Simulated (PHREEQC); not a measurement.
TMAH is added in steps, without added water, to 1 kg of water holding 0.001 mol H3PO4, 0.0029 mol NaOH and 0.027 mol NiSO4, at 25 °C. Oxygen alone is held at its pressure in air (log pO2 = -0.68). No CO2 enters from the air. The run lets Ni(OH)2, Ni3(PO4)2, Ni4(OH)6SO4, Mirabilite, Morenosite precipitate or redissolve, and no other solid.

Base run: PHREEQC, ion-association model, wateq4f.dat. Each further column changes one thing. The table gives pH.

```
TMAH added (mol)   base  H3PO4 from 0.001 to 0.005 mol/kgw  diluted 100-fold with water  H3PO4 from 0.001 to 0.0005 mol/kgw  no solid may form
----------------  -----  ---------------------------------  ---------------------------  ----------------------------------  -----------------
0                  5.79                               3.09                         7.23                                6.49               8.69
0.004275           6.51                               4.84                        11.54                                6.51               9.22
0.00855            6.53                               5.06                        11.86                                6.53               9.40
0.01282            6.56                               6.56                        12.04                                6.56               9.52
0.0171             6.59                               6.59                        12.16                                6.59               9.62
0.02138            6.62                               6.62                        12.25                                6.62               9.70
0.02565            6.66                               6.66                        12.33                                6.66               9.77
0.03135            6.72                               6.72                        12.41                                6.72               9.87
0.03562            6.77                               6.77                        12.47                                6.77               9.94
0.0399             6.85                               6.85                        12.51                                6.85              10.02
0.04417            6.96                               6.96                        12.55                                6.96              10.11
0.04845            7.16                               7.16                        12.59                                7.16              10.20
0.05273            8.01                               8.01                        12.62                               10.66              10.32
0.057             11.45                               8.28                        12.66                               11.56              10.46
```

(CH3)4N+ isn't in the database: it is added as a free cation with an ion size of 4 Å. H3PO4, which wateq4f.dat lacks, is added to it with the constant of phreeqc.dat. The database has no phosphate complexes of Ni. The database's Ni(OH)2 is the aged solid; a fresh precipitate is more soluble. In at least one series the solution becomes supersaturated in solids that the run did not let form, among them Ni(OH)2, Ni3(PO4)2, Ni4(OH)6SO4.
